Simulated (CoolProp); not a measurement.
Model: reference Helmholtz-energy equation of state, Lemmon 2016, in CoolProp.

Problem. For R115, give the phase and the speed of sound (m/s), Joule-Thomson coefficient (K/MPa), isothermal compressibility (1/MPa), fugacity coefficient at 353.3 K and 11.3 bar; 366.6 K and 11.3 bar.

Solution. 
- 353.3 K and 11.3 bar: gas; speed of sound 126, Joule-Thomson coefficient 10.2, isothermal compressibility 1.04, fugacity coefficient 0.883
- 366.6 K and 11.3 bar: gas; speed of sound 131, Joule-Thomson coefficient 8.97, isothermal compressibility 1.01, fugacity coefficient 0.897
